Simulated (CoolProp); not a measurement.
n-perfluoropentane at several states: density (kg/m³) from the reference equation and from simpler models built on Tc = 147.9 °C, pc = 20.63 bar, ω = 0.436; each cubic takes its own stable root.

Computed with CoolProp (reference Helmholtz-energy equation of state, Gao 2022).

| T (°C) | p (bar) | phase | reference | van der Waals | Soave-Redlich-Kwong | Peng-Robinson |
|---|---|---|---|---|---|---|
| -27.85 | 0.248 | liquid | 1767 | 3.547 | 1644 | 1852 |
| 120.75 | 75.9 | liquid | 1327 | 932.7 | 1244 | 1393 |
| -99.95 | 1.53 | liquid | 1975 | 1166 | 1786 | 2002 |
| -35.25 | 53 | liquid | 1804 | 1115 | 1683 | 1890 |
| 98.45 | 31.5 | liquid | 1353 | 871.3 | 1235 | 1394 |
| -3.45 | 0.369 | liquid | 1695 | 4.812 | 1581 | 1784 |

At some of these states van der Waals gives the other phase, because its saturation line lies elsewhere.
